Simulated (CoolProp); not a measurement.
Saturated liquid density (kg/m³) of R143a: the reference equation beside estimates from Tc = 345.9 K, pc = 37.62 bar, ω = 0.261. Rackett uses Z = 0.29056 − 0.08775 ω.

Computed with CoolProp (reference Helmholtz-energy equation of state, Lemmon and Jacobsen 2000).

```tsv
T (K)	reference	Rackett	van der Waals	Redlich-Kwong	Soave-Redlich-Kwong	Peng-Robinson
222.7	1175	1096	656.7	961.2	995.8	1125
227.2	1163	1085	650.2	949.8	985.3	1114
231.8	1150	1073	643.4	[?]	974.1	[?]
236.4	[?]	1061	636.4	925.5	962.6	1089
240.9	1124	1049	629.4	913.1	950.9	1077
245.5	1111	1037	622.1	900.1	938.6	1063
250.1	1097	[?]	614.6	886.7	925.8	1049
254.6	1084	1011	607.0	873.3	912.8	1035
259.2	1070	998.0	599.1	859.1	[?]	1019
263.8	1055	984.4	590.9	844.4	884.7	1003
268.3	1041	970.8	582.7	829.6	870.1	987.1
272.9	1025	956.4	574.0	814.0	854.5	969.7
277.5	1009	941.7	565.0	[?]	838.3	951.5
282	993.3	926.7	555.9	781.3	821.7	932.7
```

Task: Fill in the missing entries.

Result: 
- 231.8, Redlich-Kwong: 937.8
- 231.8, Peng-Robinson: 1102
- 236.4, reference: 1137
- 250.1, Rackett: 1024
- 259.2, Soave-Redlich-Kwong: 899.0
- 277.5, Redlich-Kwong: 797.8

Absolute difference from the reference over all 14 rows, mean and median: Rackett 6.7 and 6.7 %, van der Waals 44.0 and 44.0 %, Redlich-Kwong 19.5 and 19.3 %, Soave-Redlich-Kwong 15.9 and 15.7 %, Peng-Robinson 4.7 and 4.4 %.
